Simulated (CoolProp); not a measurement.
Vapour-liquid equilibrium of carbon dioxide (1) + C2F6 (R116) (2) at 240.1 K; x and y are mole fractions of (1).

Values from CoolProp's multi-fluid Helmholtz-energy mixture model, Span 1996 and Lemmon 2006; pair parameters Bell 2016.

| x | bubble pressure (kPa) | y at the bubble point | dew pressure at overall composition x (kPa) | liquid density (mol/L) |
|---|---|---|---|---|
| 0.05 | 777.7 | ___ | 719.1 | 10.28 |
| 0.125 | 911.5 | 0.297 | 769.3 | 10.74 |
| 0.2 | 1037 | 0.414 | 826.3 | 11.25 |
| 0.275 | 1147 | 0.501 | 891.2 | ___ |
| 0.35 | 1237 | 0.566 | 965.3 | 12.44 |
| 0.425 | 1307 | 0.615 | 1050 | 13.15 |
| 0.5 | 1359 | 0.655 | 1146 | 13.97 |
| 0.575 | 1395 | 0.688 | 1250 | 14.93 |
| 0.65 | 1419 | ___ | ___ | 16.05 |
| 0.725 | ___ | 0.749 | 1423 | 17.38 |
| 0.8 | 1433 | 0.784 | 1429 | 18.95 |
| 0.875 | ___ | 0.833 | 1389 | 20.81 |
| 0.95 | 1361 | 0.912 | 1330 | 23.03 |

Q: Some entries are withheld; supply them.

A: 
- 0.05, y at the bubble point: 0.137
- 0.275, liquid density (mol/L): 11.81
- 0.65, y at the bubble point: 0.719
- 0.65, dew pressure at overall composition x (kPa): 1353
- 0.725, bubble pressure (kPa): 1432
- 0.875, bubble pressure (kPa): 1415

y crosses x between x = 0.725 and 0.8: the model has an azeotrope there.

Pair parameters are fitted to limited data, so mixtures are less certain than the pure fluids.
